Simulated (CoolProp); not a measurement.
Carbonyl sulfide along the isobar 5.53 MPa: density (kg/m³) from the reference equation and from simpler models built on Tc = 378.8 K, pc = 6.369 MPa, ω = 0.098; each cubic takes its own stable root.

The numbers come from the reference Helmholtz-energy equation of state, Lemmon 2006 in CoolProp. It is a short technical equation, of lower accuracy than the large ones.

```tsv
T (K)	phase	reference	van der Waals	Soave-Redlich-Kwong	Peng-Robinson
269.4	liquid	1080	706.2	1021	1154
281.6	liquid	1051	687.5	988.1	1117
293.8	liquid	1019	667.4	952.6	1077
306	liquid	984.8	645.4	913.8	1033
318.2	liquid	947.6	620.9	870.6	984.3
330.4	liquid	905.9	592.9	821.6	928.2
342.7	liquid	857.1	559.1	763.7	861.3
354.9	liquid	796.8	515.1	691.6	777.7
367.1	liquid	705.8	202.3	582.2	651.0
379.3	gas	182.0	168.4	178.6	187.4
391.5	gas	156.3	150.7	154.7	161.4
403.7	gas	140.8	138.4	139.8	145.2
```

At some of these states van der Waals gives the other phase, because its saturation line lies elsewhere.
